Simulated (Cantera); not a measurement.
Thermodynamics of calcination and drying, feed CaCO3 + H2O

Input: 1 mol CaCO3, 0.19 mol H2O, held at 15000 Pa.

These are equilibrium values from Cantera (NASA tables, ideal gas, pure condensed phases), not measurements of a reactor. Candidate condensed phases: C, C6H6, C7H8, C8H18, Ca, CaCO3, CaO, Ca(OH)2, H2O; 115 gas species. The numbers say what is thermodynamically allowed, not how fast it happens.

From 1077 °C to 1677 °C the condensed part is CaO(s).

| T (°C) | log p CO2 | log p H2O | log p CO | log p O2 | log p OH | n CaO(s) |
|---|---|---|---|---|---|---|
| 1077 | -0.90 | -1.62 | -4.77 | -5.04 | -6.14 | 1.00 |
| 1177 | -0.90 | -1.62 | -4.27 | -4.55 | -5.58 | 1.00 |
| 1277 | -0.90 | -1.62 | -3.84 | -4.12 | -5.09 | 1.00 |
| 1377 | -0.90 | -1.62 | -3.45 | -3.74 | -4.67 | 1.000 |
| 1477 | -0.90 | -1.62 | -3.12 | -3.41 | -4.29 | 1.000 |
| 1577 | -0.91 | -1.63 | -2.82 | -3.11 | -3.96 | 1.000 |
| 1677 | -0.91 | -1.63 | -2.55 | -2.85 | -3.66 | 1.000 |
log p: log10 of the partial pressure in bar; n: condensed amount in mol.
